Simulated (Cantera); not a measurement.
A freely propagating, adiabatic, planar premixed flame of 15.9 % H2, 14.8 % O2, 69.3 % N2, unburnt at 423 K and 1.10 bar; mixture-averaged transport, grid criteria slope 0.08 and curve 0.16, no radiation.

Cantera simulation using the H2/O2 subset of GRI-Mech 3.0, which has no nitrogen chemistry; the numbers are that mechanism's predictions, not measurements. Burning velocities carry a grid error of a few per cent, more on coarse grids. Lean hydrogen flames are cellular in practice and burn faster than this planar one.

Question: Predict: laminar burning velocity; thermal thickness; peak x(OH); peak x(O); peak x(HO2).

Answer: 
```json
{
  "laminar_burning_velocity": "66.1 cm/s",
  "thermal_thickness": "0.453 mm",
  "peak x(OH)": "0.00334",
  "peak x(O)": "0.00273",
  "peak x(HO2)": "0.000259"
}
```
